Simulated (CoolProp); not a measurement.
Propylene at several states: density (kg/m³) from the reference equation and from simpler models built on Tc = 364.2 K, pc = 4555 kPa, ω = 0.146; each cubic takes its own stable root.

Computed with CoolProp (reference Helmholtz-energy equation of state, Lemmon 2013).

```csv
T (K),p (kPa),phase,reference
467.8,12300,supercritical,205.8
392.3,12900,supercritical,379.7
207.1,365,liquid,632.7
435.6,1140,gas,13.93
406.5,11.2,gas,0.1395
```

### Question
How far does each simpler model (van der Waals, Redlich-Kwong, Soave-Redlich-Kwong) lie from the reference over these 5 states: mean and median of the absolute difference, and the worst?

### Answer
- van der Waals: mean 12.7 %, median 4.0 %, worst -37.0 % at 207.1 K and 365 kPa
- Redlich-Kwong: mean 3.2 %, median 0.2 %, worst -8.9 % at 392.3 K and 12900 kPa
- Soave-Redlich-Kwong: mean 4.9 %, median 6.0 %, worst -10.7 % at 392.3 K and 12900 kPa
